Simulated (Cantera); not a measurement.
Premixed flame

A freely propagating, adiabatic, planar premixed flame of H2 : O2 : N2 = 1 : 0.208 : 0.783 (molar parts), unburnt at 450 K and 10.0 bar; mixture-averaged transport, grid criteria slope 0.08 and curve 0.16, no radiation.

Computed with Cantera and the H2/O2 subset of GRI-Mech 3.0, which has no nitrogen chemistry. The hydrogen kinetics of GRI-Mech 3.0 are dated; newer H2 mechanisms differ, most at raised pressure. Burning velocities carry a grid error of a few per cent, more on coarse grids.

```csv
z (mm),T (K),u (m/s),x H2,x O2,x H,x H2O,x H2O2,x O
-0.0737,450,4.20,0.502,0.104,<1e-8,1.01e-7,<1e-8,<1e-8
-0.0491,450,4.20,0.502,0.105,<1e-8,1.12e-6,<1e-8,<1e-8
-0.0368,451,4.21,0.502,0.105,<1e-8,1.03e-5,6.54e-8,<1e-8
-0.0246,461,4.27,0.499,0.105,<1e-8,0.000157,1.25e-6,1.16e-7
-0.0123,602,5.39,0.475,0.106,3.76e-5,0.00737,6.38e-5,9.12e-6
-0.00614,936,8.11,0.438,0.0945,0.00195,0.0419,0.000134,0.000137
0,1317,11.2,0.390,0.0671,0.00987,0.102,5.68e-5,0.000576
0.00614,1581,13.4,0.348,0.0367,0.0199,0.161,8.57e-6,0.000803
0.0123,1728,14.6,0.324,0.0167,0.0258,0.198,3.07e-6,0.000572
0.0246,1850,15.6,0.310,0.00319,0.0262,0.224,1.02e-6,0.000194
0.0491,1931,16.2,0.311,0.000227,0.0197,0.231,2.58e-7,6.52e-5
0.0982,1990,16.6,0.315,1.39e-5,0.0123,0.233,9.16e-8,2.57e-5
0.196,2029,16.9,0.319,3.25e-6,0.00698,0.234,3.43e-8,8.55e-6
```
x: mole fraction of selected species; z is measured from the peak of heat release.

```json
{
 "laminar_burning_velocity": "420 cm/s",
 "thermal_thickness": "0.0246 mm",
 "peak x(H)": "0.0271",
 "peak x(H2O2)": "0.000135",
 "peak x(O)": "0.000808",
 "grid_points": "116"
}
```
